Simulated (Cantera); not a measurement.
Charge: 1 mol Si, 9.7 mol Cl₂, 0.24 mol H₂, equilibrated at 1202 °C and 0.620 bar.

Method: chemical equilibrium by Gibbs-energy minimisation in Cantera with the NASA 1993 tables (ideal gas, pure condensed phases). Candidate condensed phases: Si; 19 gas species. Rates play no part.

Base state: Cl₂ 0.784, SiCl₄ 0.109, Cl 0.0554, HCl 0.0522 (mole fractions); condensed: gas only.

Problem. What changes in the equilibrium state with this change: temperature from 1202 °C to 252 °C?

Solution. 
```csv
species,before,after
Cl₂,0.784,0.834
SiCl₄,0.109,0.112
HCl,0.0522,0.0537
Cl,0.0554,<1e-9
```
